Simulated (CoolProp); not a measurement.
A closed Brayton cycle with carbon dioxide: compressor inlet 305.15 K and 9.9 MPa, high pressure 34.1 MPa, turbine inlet 820 K, compressor efficiency 0.8, turbine efficiency 0.9, recuperator effectiveness 0.8 (on enthalpy, no pinch check). Each further row changes one setting.

Model: reference Helmholtz-energy equation of state, Span 1996, in CoolProp.

| case | thermal efficiency (%) | net work (kJ/kg) | compressor to turbine work | compressor exit (K) | turbine exit (K) |
|---|---|---|---|---|---|
| as stated | 33.0 | 121 | 0.24 | 337.9 | 672.8 |
| turbine inlet 770 K | 31.8 | 110 | 0.25 | 337.9 | 628.0 |
| compressor inlet 315.15 K | 32.1 | 114 | 0.28 | 366.7 | 672.8 |
| high pressure 29 MPa | 31.6 | 110 | 0.21 | 332.2 | 691.5 |
| recuperator effectiveness 0.5 | 24.5 | 121 | 0.24 | 337.9 | 672.8 |
